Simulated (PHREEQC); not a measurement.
A solution holds 0.0112 mol KOH, 0.022 mol Na2B4O7 and 0.00035 mol NaCl per kg of water, at 20 °C. Closed to the air; pH follows from the charge balance.

Equilibrium calculation in PHREEQC: Pitzer model, pitzer.dat.

```
Item                          Value
-------------------  --------------
pH                             9.42
ionic strength       0.0563 mol/kgw
osmotic coefficient           0.939
total alkalinity        55.2 meq/kg
```

```csv
species,molality,activity,log γ
B(OH)4-,0.0516,0.0408,-0.102
Na+,0.0444,0.0350,-0.102
B(OH)3,0.0271,0.0268,-0.005
K+,0.0112,0.00896,-0.097
B3O3(OH)4-,0.00209,0.00152,-0.138
B4O5(OH)4-2,0.000755,0.000267,-0.451
```

No solid was allowed to form. Complexes and solids missing from the database can't appear.
